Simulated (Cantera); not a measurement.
A perfectly stirred reactor is fed with CO : O₂ : H₂O : N₂ = 0.014 : 0.021 : 0.0019 : 1 (molar parts), at 500000 Pa; it is held at 1398 K, and followed from long to short residence time.

Detailed kinetics in Cantera: GRI-Mech 3.0 (53 species, 325 reactions).

Predict: x(CO) at τ = 0.470 s; x(O₂) at τ = 0.470 s; x(H₂O) at τ = 0.470 s; x(OH) at τ = 0.470 s; x(NO₂) at τ = 0.470 s; x(CO) at τ = 12.0 ms; x(O₂) at τ = 12.0 ms; x(H₂O) at τ = 12.0 ms; x(OH) at τ = 12.0 ms; x(NO₂) at τ = 12.0 ms.


* **x(CO) at τ = 0.470 s**: 0.000161
* **x(O₂) at τ = 0.470 s**: 0.0137
* **x(H₂O) at τ = 0.470 s**: 0.00184
* **x(OH) at τ = 0.470 s**: 1.28e-5
* **x(NO₂) at τ = 0.470 s**: 2.11e-7
* **x(CO) at τ = 12.0 ms**: 0.00199
* **x(O₂) at τ = 12.0 ms**: 0.0145
* **x(H₂O) at τ = 12.0 ms**: 0.00181
* **x(OH) at τ = 12.0 ms**: 3.34e-5
* **x(NO₂) at τ = 12.0 ms**: 5.66e-8
